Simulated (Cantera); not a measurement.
Input: 1 mol SiCl4, 26 mol H2O, 1.6 mol N2, equilibrated at 1.33 mbar.

Method: chemical equilibrium by Gibbs-energy minimisation in Cantera with the NASA 1993 tables (ideal gas, pure condensed phases). Candidate condensed phases: H2O, NH4Cl, Si, SiO2, Si2N2O, Si3N4; 47 gas species. The tables hold silica as quartz up to 1696 K and as liquid above; real silica turns to tridymite and cristobalite and melts near 1996 K. Equilibrium is a limit: real reactors are often held back by kinetics, nucleation or transport.

### Question
At 1375 K, list the 4 most abundant gas species with their mole fractions, and the condensed phases.

### Answer
H2O 0.810, HCl 0.135, N2 0.0540, H2 0.000555. Condensed: SiO2(β-quartz).
